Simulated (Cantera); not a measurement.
## Catalytic combustion on Pt

An isothermal plug-flow reactor at 925 K and 1.30 bar (inlet), inlet velocity 0.8 m/s, active area per volume 220 1/m; feed 1.26 % H2, 15.8 % O2, 83.0 % N2, equivalence ratio 0.040.

Detailed kinetics in Cantera: Deutschmann's 1995 Pt surface mechanism with GRI-Mech 3.0 gas chemistry. Catalytic surfaces can have several steady states; this one follows from the mechanism file's or the stated starting coverage. Mass transfer to the wall is taken as infinitely fast.

```
z (m)        x H2   x O2    x H2O  θ free Pt   θ O*    θ OH*
-------  --------  -----  -------  ---------  -----  -------
0.00037   0.00699  0.155  0.00565      0.139  0.858  0.00224
0.0008    0.00401  0.154  0.00865      0.120  0.878  0.00227
0.0017    0.00145  0.153   0.0112      0.106  0.892  0.00228
0.0037   0.000185  0.152   0.0125     0.0997  0.898  0.00229
0.008     2.44e-6  0.152   0.0127     0.0989  0.899  0.00229
0.017    2.94e-10  0.152   0.0127     0.0989  0.899  0.00229
0.037    4.41e-12  0.152   0.0127     0.0989  0.899  0.00229
```
x: gas mole fraction; θ: surface coverage.
